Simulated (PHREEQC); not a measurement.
Make-up at 61 °C: 0.12 mol NaCl, 8.4e-05 mol MnCl2 and 2e-07 mol H4SiO4 per kg of water. Closed to the air; pH follows from the charge balance.

Equilibrium calculation in PHREEQC: ion-association model, phreeqc.dat.

This is a speciation only: nothing precipitates in the calculation.

### Question
Order these Mn species by the share of Mn that they hold, largest first: MnCl+, MnCl2, Mn+2.

### Answer
Mn+2 (85 %), MnCl+ (14 %), MnCl2 (0.41 %)

The pH is 6.46 and the ionic strength 0.120 mol/kgw. Constants without temperature data keep their 25 °C values here.
